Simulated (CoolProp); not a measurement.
The fluid at 298.15 K and 4.01 MPa flows at 14 m/s in a round tube of 100 mm bore and 0.25 µm roughness, fully developed (64/Re and Nu = 3.66 if laminar; Colebrook and Gnielinski if turbulent). The same conditions are run with several fluids, on thermodynamics alone (safety and materials aside).

Model: reference Helmholtz-energy equation of state of each fluid (m-xylene: Zhou 2012; R141b: Lemmon 2006; ethylbenzene: Zhou 2012), in CoolProp.

```csv
fluid,Reynolds number,Darcy friction factor,pressure drop (Pa/m),heat-transfer coefficient (W/(m² K)),mass flow (kg/h)
m-xylene,2010000,0.0105,___,___,342000
R141b,___,0.00941,___,12400,___
ethylbenzene,1920000,0.0105,___,___,343000
```

Question: Complete the blanks.

Answer: 
- m-xylene, pressure drop (Pa/m): 8840
- m-xylene, heat-transfer coefficient (W/(m² K)): 11500
- R141b, Reynolds number: 4080000
- R141b, pressure drop (Pa/m): 11500
- R141b, mass flow (kg/h): 492000
- ethylbenzene, pressure drop (Pa/m): 8930
- ethylbenzene, heat-transfer coefficient (W/(m² K)): 11300

Transport values come from each fluid's own correlations; those of R141b, ethylbenzene are estimates that may be off by 10 % or more.
